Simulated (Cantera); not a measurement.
A Cantera script and its output.

```python
import numpy as np
import cantera as ct

gas = ct.Solution("gri30.yaml")


def delay(T, t_max=10):
    gas.TPX = T, 170000, {'H2': 1, 'O2': 0.32, 'N2': 3.03}
    reactor = ct.IdealGasConstPressureReactor(gas, clone=False)
    net = ct.ReactorNet([reactor])
    net.rtol, net.atol = 1e-8, 1e-16
    while net.time < t_max:
        t_old, T_old = net.time, reactor.T
        net.step()
        if reactor.T > T + 400:  # ignition: a rise of 400 K
            return t_old + (T + 400 - T_old) / (reactor.T - T_old) * (net.time - t_old)
    return np.nan


taus = []
for T in [1048, 1098, 1148, 1198, 1248, 1298, 1348, 1398, 1448]:
    taus.append(delay(T))
    print(f"T0 = {T:6g} K   tau = {taus[-1]:.4e} s")
```

Result:

```
T0 =   1048 K   tau = 2.5921e-04 s
T0 =   1098 K   tau = 1.2395e-04 s
T0 =   1148 K   tau = 7.9528e-05 s
T0 =   1198 K   tau = 5.7427e-05 s
T0 =   1248 K   tau = 4.4506e-05 s
T0 =   1298 K   tau = 3.6314e-05 s
T0 =   1348 K   tau = 3.0889e-05 s
T0 =   1398 K   tau = 2.7224e-05 s
T0 =   1448 K   tau = 2.4751e-05 s
```

Computed with Cantera and GRI-Mech 3.0 (53 species, 325 reactions). Where the delays flatten at high temperature, the 400 K rule measures the pace of heat release, not the induction time.
